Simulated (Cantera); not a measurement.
Charge: 1 mol MgCO₃, 0.19 mol C, 0.027 mol CO₂, at 1825 K and 0.210 bar.

Equilibrium computed with Cantera from the NASA thermochemical tables; the gas is ideal and each condensed phase is pure. Candidate condensed phases: C, Mg, MgCO₃, MgO; 15 gas species. Rates play no part.

What is the equilibrium state?


```json
{
 "x(CO₂)": "0.688",
 "x(CO)": "0.312",
 "x(O₂)": "1.63e-6",
 "n(MgO(s))": "1.000 mol",
 "gas_amount": "1.217 mol",
 "log10 activity of C(graphite) (absent)": "-5.72",
 "log10 activity of Mg(l) (absent)": "-8.16"
}
```
